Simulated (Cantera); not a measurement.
A closed system holds: 1 mol V, 10 mol NH3, held at 17.0 mbar.

These are equilibrium values from Cantera (NASA tables, ideal gas, pure condensed phases), not measurements of a reactor. Candidate condensed phases: V, VN; 11 gas species. VN: taken at fixed stoichiometry. Condensed phases not in the tables: V2N, N, O or C dissolved in the metal. Equilibrium is a limit: real reactors are often held back by kinetics, nucleation or transport.

x: gas mole fraction; n: condensed amount in mol.

| T (K) | x H2 | x H | x N2 | x V | x N | n VN(s) | n V(s) | n V(l) |
|---|---|---|---|---|---|---|---|---|
| 973 | 0.769 | 7.27e-9 | 0.231 | <1e-12 | <1e-12 | 1.00 | 0 | 0 |
| 1123 | 0.769 | 2.86e-7 | 0.231 | <1e-12 | <1e-12 | 1.00 | 0 | 0 |
| 1273 | 0.769 | 4.80e-6 | 0.231 | <1e-12 | <1e-12 | 1.00 | 0 | 0 |
| 1423 | 0.769 | 4.47e-5 | 0.231 | 2.49e-12 | <1e-12 | 1.00 | 0 | 0 |
| 1573 | 0.769 | 0.000273 | 0.231 | 8.22e-10 | (withheld) | 1.00 | 0 | 0 |
| 1723 | 0.768 | 0.00123 | 0.231 | 9.73e-8 | (withheld) | 1.000 | 0 | 0 |
| 1873 | 0.765 | 0.00433 | 0.230 | 5.28e-6 | (withheld) | 1.000 | 0 | 0 |
| 2023 | 0.758 | 0.0127 | 0.229 | 0.000156 | (withheld) | 0.997 | 0 | 0 |
| 2173 | 0.721 | 0.0314 | 0.246 | 0.00150 | (withheld) | 0 | 0.970 | 0 |
| 2323 | 0.683 | 0.0690 | 0.239 | 0.00828 | (withheld) | 0 | 0 | 0.827 |
| 2473 | 0.606 | 0.133 | 0.224 | 0.0365 | (withheld) | 0 | 0 | 0.186 |
| 2623 | 0.515 | 0.232 | 0.210 | 0.0421 | (withheld) | 0 | 0 | 0 |
| 2773 | 0.404 | 0.362 | 0.195 | 0.0390 | (withheld) | 0 | 0 | 0 |

Problem. What belongs in the gaps?

Solution. 
- 1573, x N: 1.33e-12
- 1723, x N: 3.22e-11
- 1873, x N: 4.69e-10
- 2023, x N: 4.60e-9
- 2173, x N: 3.42e-8
- 2323, x N: 1.88e-7
- 2473, x N: 8.24e-7
- 2623, x N: 3.05e-6
- 2773, x N: 9.69e-6
